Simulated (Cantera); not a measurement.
Low-pressure radical oxidation in H2/O2

A perfectly stirred reactor is fed with 22.5 % H₂, 77.5 % O₂, at 610 Pa; it is held at 925 K, and followed from long to short residence time.

Detailed kinetics in Cantera: the H2/O2 subset of GRI-Mech 3.0, which has no nitrogen chemistry. Radical loss at walls, strong at low pressure, is not modelled. Below about 950 K walls govern HO2 and H2O2 in real vessels. The temperature is held fixed by assumption; the heat of reaction is taken as removed at once.

```csv
τ (s),x H₂,x O₂,x HO₂,x H₂O,x OH
3.5,0.00166,0.746,6.70e-6,0.251,0.000532
1.7,0.00253,0.745,7.69e-6,0.249,0.000705
0.84,0.00378,0.744,8.56e-6,0.247,0.000932
0.41,0.00568,0.742,9.29e-6,0.243,0.00124
0.20,0.00850,0.740,9.78e-6,0.238,0.00165
0.099,0.0126,0.736,9.99e-6,0.228,0.00215
0.048,0.0188,0.730,9.85e-6,0.213,0.00277
0.024,0.0277,0.723,9.34e-6,0.191,0.00339
0.012,0.0409,0.716,8.54e-6,0.164,0.00393
0.0057,0.0636,0.715,7.52e-6,0.131,0.00427
```
x: mole fraction; the columns are a selection and need not sum to one.
